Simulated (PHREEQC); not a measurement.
Dissolve 0.015 mol/kgw H3PO4, 0.042 mol/kgw KOH and 0.0037 mol/kgw NaCl at 25 °C. Closed to the air; pH follows from the charge balance.

Model: ion-association model, phreeqc.dat, run in PHREEQC.

Each row changes one thing in this solution. Precipitation was switched off in this run.

```json
[
 {"case": "as made", "pH": "11.66", "ionic strength (mol/kgw)": "0.0722", "HPO4-2 (mol/kgw)": "0.00861", "PO4-3 (mol/kgw)": "0.00608", "KHPO4- (mol/kgw)": "0.000285", "H2PO4- (mol/kgw)": "1.55e-7"},
 {"case": "NaCl replaced by NaBr at the same molality", "pH": "11.66", "ionic strength (mol/kgw)": "0.0722", "HPO4-2 (mol/kgw)": "0.00861", "PO4-3 (mol/kgw)": "0.00608", "KHPO4- (mol/kgw)": "0.000285", "H2PO4- (mol/kgw)": "1.55e-7"},
 {"case": "NaCl left out", "pH": "[?]", "ionic strength (mol/kgw)": "0.0685", "HPO4-2 (mol/kgw)": "0.00867", "PO4-3 (mol/kgw)": "0.00604", "KHPO4- (mol/kgw)": "0.000291", "H2PO4- (mol/kgw)": "1.57e-7"},
 {"case": "H3PO4 from 0.015 to 0.003 mol/kgw", "pH": "[?]", "ionic strength (mol/kgw)": "0.0533", "HPO4-2 (mol/kgw)": "0.000648", "PO4-3 (mol/kgw)": "0.00233", "KHPO4- (mol/kgw)": "2.37e-5", "H2PO4- (mol/kgw)": "2.14e-9"},
 {"case": "NaCl replaced by NaNO3 at the same molality", "pH": "11.66", "ionic strength (mol/kgw)": "0.0722", "HPO4-2 (mol/kgw)": "0.00861", "PO4-3 (mol/kgw)": "0.00608", "KHPO4- (mol/kgw)": "0.000285", "H2PO4- (mol/kgw)": "1.55e-7"}
]
```

Complete the blanks.


- NaCl left out, pH: 11.67
- H3PO4 from 0.015 to 0.003 mol/kgw, pH: 12.43
